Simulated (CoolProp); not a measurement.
Vapour-liquid equilibrium of fluoroethane (R161) (1) + R1234yf (2) at -67.85 °C; x and y are mole fractions of (1).

Computed with CoolProp (multi-fluid Helmholtz-energy mixture model, Wu 2012 and Lemmon 2022; pair parameters Bell 2016).

```
x     bubble pressure (kPa)  y at the bubble point  dew pressure at overall composition x (kPa)  liquid density (mol/L)
----  ---------------------  ---------------------  -------------------------------------------  ----------------------
0.05                    ___                  0.087                                          ___                   12.18
0.2                     ___                    ___                                        14.12                   12.85
0.35                  16.16                  0.472                                        15.20                   13.59
0.5                   17.28                  0.610                                        16.38                   14.41
0.65                  18.22                  0.730                                        17.60                   15.31
0.8                     ___                  0.843                                        18.73                   16.33
0.95                  19.65                  0.959                                        19.60                   17.46
```

Task: Some entries are withheld; supply them.

Result: 
- 0.05, bubble pressure (kPa): 13.37
- 0.05, dew pressure at overall composition x (kPa): 13.14
- 0.2, bubble pressure (kPa): 14.86
- 0.2, y at the bubble point: 0.304
- 0.8, bubble pressure (kPa): 19.01

No azeotrope shows between x = 0.05 and 0.95.

The pair parameters rest on a limited set of measurements; away from them the model extrapolates.
